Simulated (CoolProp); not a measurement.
Carbonyl sulfide along the isobar 2.97 MPa: fugacity coefficient from the reference equation and from simpler models built on Tc = 105.6 °C, pc = 6.369 MPa, ω = 0.098; each cubic takes its own stable root.

The numbers come from the reference Helmholtz-energy equation of state, Lemmon 2006 in CoolProp. It is a short technical equation, of lower accuracy than the large ones.

```
T (°C)   phase  reference
------  ------  ---------
-74.15  liquid    0.01039
-53.65  liquid    0.03058
-33.25  liquid    0.07218
-12.85  liquid     0.1449
7.65    liquid     0.2574
28.05   liquid     0.4127
48.55   liquid     0.6115
68.95      gas     0.7877
89.35      gas     0.8237
109.85     gas     0.8518
130.25     gas     0.8741
150.65     gas     0.8923
171.15     gas     0.9074
191.55     gas     0.9200
```

**Question.** How far does each simpler model (van der Waals, Soave-Redlich-Kwong, Peng-Robinson) lie from the reference over these 14 states: mean and median of the absolute difference, and the worst?

**Answer.** 
- van der Waals: mean 126.0 %, median 17.2 %, worst +757.7 % at -74.15 °C and 2.97 MPa
- Soave-Redlich-Kwong: mean 0.5 %, median 0.2 %, worst +1.5 % at 28.05 °C and 2.97 MPa
- Peng-Robinson: mean 1.4 %, median 1.5 %, worst +3.5 % at -74.15 °C and 2.97 MPa

At some of these states van der Waals gives the other phase, because its saturation line lies elsewhere.
